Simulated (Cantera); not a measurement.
Cantera run, input and output.

```python
import numpy as np
import cantera as ct

gas = ct.Solution("gri30.yaml")
gas.TPX = 1598, 100000, {'H2': 1, 'O2': 0.417, 'N2': 1.57}
reactor = ct.IdealGasConstPressureReactor(gas, energy="on", clone=False)
net = ct.ReactorNet([reactor])
net.rtol, net.atol = 1e-08, 1e-16
show = ['H2', 'O2', 'N2O', 'H2O', 'NO']
times = np.geomspace(1e-06, 0.5, 15)

steps = ct.SolutionArray(gas, extra=["t"])
rows = []
print(f"{'t/s':>10s}{'T/K':>9s}{'P/Pa':>11s}" + "".join(f"{s:>11s}" for s in show))
for t in times:
    while net.time < t:
        t_next = net.step()
        steps.append(gas.state, t=t_next)
    rows.append([np.interp(t, steps.t, y) for y in (steps.T, steps.P, *steps(*show).X.T)])
    print(f"{t:10.3e}{rows[-1][0]:9.1f}{rows[-1][1]:11.4g}" + "".join(f"{x:11.3e}" for x in rows[-1][2:]))
rate = np.gradient(steps.T, steps.t)
print("integrator steps:", len(steps.t))
if steps.T.max() > steps.T[0] + 200:
    print(f"time of steepest temperature rise: {steps.t[rate.argmax()]:.4e} s")
gas.TPX = 1598, 100000, {'H2': 1, 'O2': 0.417, 'N2': 1.57}
gas.equilibrate("HP")
print(f"equilibrium (HP): T = {gas.T:.1f} K  " + "  ".join(f"{s} {gas[s].X[0]:.3e}" for s in show))
```

Output:

```
       t/s      T/K       P/Pa         H2         O2        N2O        H2O         NO
 1.000e-06   1598.0      1e+05  3.348e-01  1.396e-01  5.158e-13  7.665e-07  1.768e-15
 2.553e-06   1598.0      1e+05  3.348e-01  1.396e-01  4.011e-12  1.527e-05  4.410e-14
 6.518e-06   1600.5      1e+05  3.295e-01  1.374e-01  4.016e-10  3.572e-03  2.428e-10
 1.664e-05   2016.7      1e+05  8.536e-02  2.347e-02  4.065e-08  1.897e-01  2.057e-05
 4.249e-05   2435.5      1e+05  9.031e-02  1.682e-02  5.459e-08  2.132e-01  9.432e-05
 1.085e-04   2773.3      1e+05  8.830e-02  1.127e-02  1.545e-07  2.390e-01  4.640e-04
 2.770e-04   2898.9      1e+05  8.653e-02  8.801e-03  2.702e-07  2.504e-01  1.936e-03
 7.071e-04   2898.4      1e+05  8.755e-02  8.190e-03  2.987e-07  2.503e-01  4.754e-03
 1.805e-03   2895.0      1e+05  8.836e-02  7.820e-03  3.296e-07  2.499e-01  6.732e-03
 4.609e-03   2894.7      1e+05  8.843e-02  7.786e-03  3.330e-07  2.499e-01  6.914e-03
 1.177e-02   2894.7      1e+05  8.843e-02  7.786e-03  3.330e-07  2.499e-01  6.914e-03
 3.004e-02   2894.7      1e+05  8.843e-02  7.786e-03  3.330e-07  2.499e-01  6.914e-03
 7.671e-02   2894.7      1e+05  8.843e-02  7.786e-03  3.330e-07  2.499e-01  6.914e-03
 1.958e-01   2894.7      1e+05  8.843e-02  7.786e-03  3.330e-07  2.499e-01  6.914e-03
 5.000e-01   2894.7      1e+05  8.843e-02  7.786e-03  3.330e-07  2.499e-01  6.914e-03
integrator steps: 1184
time of steepest temperature rise: 9.7729e-06 s
equilibrium (HP): T = 2894.7 K  H2 8.843e-02  O2 7.786e-03  N2O 3.330e-07  H2O 2.499e-01  NO 6.914e-03
```

Model: GRI-Mech 3.0 (53 species, 325 reactions), integrated in Cantera.
